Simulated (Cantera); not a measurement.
A jet of H₂ : O₂ : N₂ = 0.022 : 0.11 : 0.79 (molar parts), equivalence ratio 0.10 at 300 K and 0.0207 atm hits a platinum plate 7.1 cm away at a mass flux of 0.03 kg/m²/s; the plate temperature is set and raised in steps from an oxygen-covered start.

Computed with Cantera and Deutschmann's 1995 Pt surface mechanism with GRI-Mech 3.0 gas chemistry. Catalytic surfaces can have several steady states; this one follows from the mechanism file's or the stated starting coverage.

x: mole fraction at the wall; θ: surface coverage.

```tsv
plate T (K)	wall x H₂	wall x O₂	wall x H₂O	wall x OH	θ free Pt	θ O*	θ OH*
700	(withheld)	0.0981	0.0383	<1e-8	0.0844	0.914	0.00157
750	(withheld)	0.0974	0.0394	<1e-8	0.110	0.888	0.00130
800	(withheld)	0.0966	0.0407	<1e-8	0.157	0.842	0.00115
850	(withheld)	0.0961	0.0416	2.27e-8	0.218	0.781	0.00102
900	(withheld)	0.0957	0.0421	7.18e-8	0.287	0.712	0.000900
```

Q: Some entries are withheld; supply them.

A: 
- 700, wall x H₂: 0.00390
- 750, wall x H₂: 0.00321
- 800, wall x H₂: 0.00243
- 850, wall x H₂: 0.00186
- 900, wall x H₂: 0.00148
